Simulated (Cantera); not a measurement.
A Cantera script and its output.

```python
import numpy as np
import cantera as ct

gas = ct.Solution("gri30.yaml")
gas.TPX = 523, 100000, {'CH4': 1, 'O2': 2.3, 'N2': 8.64, 'CO2': 1.1}
flame = ct.FreeFlame(gas, width=0.04)
flame.set_refine_criteria(ratio=3, slope=0.08, curve=0.16)
flame.transport_model = "mixture-averaged"
flame.solve(loglevel=0, auto=True)
flame.transport_model = "multicomponent"
flame.soret_enabled = True
flame.solve(loglevel=0, refine_grid=True)
z, T = flame.grid, flame.T
thick = (T[-1] - T[0]) / np.gradient(T, z).max()
show = ['CH4', 'O2', 'CO2', 'C2H4', 'C2H', 'HCO']
print(f"laminar burning velocity  {flame.velocity[0] * 100:.3f} cm/s")
print(f"burnt temperature         {T[-1]:.1f} K")
print(f"thermal thickness         {thick * 1e3:.4f} mm")
print(f"grid points               {len(z)}")
z0 = z[flame.heat_release_rate.argmax()]
print(f"{'z/mm':>9s}{'T/K':>9s}{'u/(m/s)':>9s}" + "".join(f"{s:>11s}" for s in show))
rows = []
for k in (-3, -2, -1.5, -1, -0.5, -0.25, 0, 0.25, 0.5, 1, 2, 4, 8):
    zz = z0 + k * thick
    rows.append([k * thick, np.interp(zz, z, T), np.interp(zz, z, flame.velocity),
                 *(np.interp(zz, z, flame.X[gas.species_index(s)]) for s in show)])
    print(f"{rows[-1][0] * 1e3:9.3f}{rows[-1][1]:9.1f}{rows[-1][2]:9.3f}" + "".join(f"{x:11.3e}" for x in rows[-1][3:]))
```

Output:

```
laminar burning velocity  51.191 cm/s
burnt temperature         2064.1 K
thermal thickness         0.5484 mm
grid points               128
     z/mm      T/K  u/(m/s)        CH4         O2        CO2       C2H4        C2H        HCO
   -1.645    523.3    0.512  7.660e-02  1.763e-01  8.433e-02  2.753e-08  6.731e-19  1.721e-17
   -1.097    526.6    0.516  7.611e-02  1.760e-01  8.439e-02  4.619e-07  2.558e-18  1.035e-14
   -0.823    537.1    0.527  7.492e-02  1.752e-01  8.467e-02  2.343e-06 -2.055e-18  6.929e-13
   -0.548    596.5    0.586  6.991e-02  1.706e-01  8.608e-02  1.836e-05 -3.152e-16  1.269e-10
   -0.274    923.1    0.914  4.887e-02  1.412e-01  9.185e-02  1.664e-04  6.511e-13  1.398e-07
   -0.137   1267.4    1.264  2.688e-02  1.058e-01  9.853e-02  3.226e-04  3.436e-10  4.117e-06
    0.000   1608.0    1.614  5.557e-03  6.482e-02  1.097e-01  1.547e-04  2.558e-08  2.305e-05
    0.137   1740.5    1.744  2.447e-04  4.428e-02  1.225e-01  3.501e-06  7.592e-09  4.378e-06
    0.274   1789.6    1.787  5.470e-06  3.840e-02  1.309e-01  2.279e-08  1.246e-10  1.545e-07
    0.548   1851.7    1.841  6.976e-09  3.456e-02  1.383e-01  5.434e-12  6.266e-14  1.620e-08
    1.097   1920.6    1.902  5.656e-14  3.139e-02  1.440e-01  4.813e-16  6.553e-18  6.356e-09
    2.194   1981.9    1.955  5.826e-17  2.855e-02  1.493e-01  6.336e-17  1.121e-18  1.860e-09
    4.387   2025.7    1.992  1.159e-16  2.644e-02  1.538e-01  1.659e-16  1.966e-18  4.571e-10
```

Cantera simulation using GRI-Mech 3.0 (53 species, 325 reactions); the numbers are that mechanism's predictions, not measurements. Burning velocities carry a grid error of a few per cent, more on coarse grids.
